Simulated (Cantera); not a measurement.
Charge: 1 mol SiH4, 7.7 mol H2, at 62.0 mbar.

Cantera equilibrium calculation (NASA polynomials, part measured and part estimated; ideal gas, pure solids and liquids). Candidate condensed phases: Si; 9 gas species. Gases not in the tables: Si2H6 and higher silanes. The numbers say what is thermodynamically allowed, not how fast it happens.

Problem. Which condensed phases are stable at each of these points (T (K)): 1000, 1100, 1200, 1300, 1400, 1500, 1600, 1700, 1800, 1900, 2000, 2100, 2200?

Solution. 
```csv
T (K),condensed phases,Si condensed (%)
1000,Si(s),100.0
1100,Si(s),100.0
1200,Si(s),100.0
1300,Si(s),100.0
1400,Si(s),100.0
1500,Si(s),100.0
1600,Si(s),100.0
1700,Si(l),100.0
1800,Si(l),99.9
1900,Si(l),99.7
2000,Si(l),99.1
2100,Si(l),97.4
2200,Si(l),93.0
```

From 1000 K to 1600 K the condensed part is Si(s). From 1700 K to 2200 K the condensed part is Si(l).
